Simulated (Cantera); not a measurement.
An adiabatic, constant-pressure homogeneous reactor starts with 11.2 % CH₄, 18.7 % O₂, 70.1 % N₂, at 1223 K and 2.96 atm.

Computed with Cantera and GRI-Mech 3.0 (53 species, 325 reactions).

Q: Predict: time of steepest temperature rise; temperature at 0.400 s; equilibrium temperature; x(O₂) at 0.400 s; x(N₂O) at 0.400 s; x(HCO) at 0.400 s; x(CH₂O) at 0.400 s.

A: 
```
Quantity                                                             Value
---------------------------------  ---------------------------------------
time of steepest temperature rise                                  13.6 ms
temperature at 0.400 s                                              2710 K
equilibrium temperature                                             2710 K
x(O₂) at 0.400 s                   0.00310 (gas-phase equilibrium 0.00310)
x(N₂O) at 0.400 s                  3.22e-7 (gas-phase equilibrium 3.22e-7)
x(HCO) at 0.400 s                  1.01e-7 (gas-phase equilibrium 1.01e-7)
x(CH₂O) at 0.400 s                 1.86e-9 (gas-phase equilibrium 1.86e-9)
```
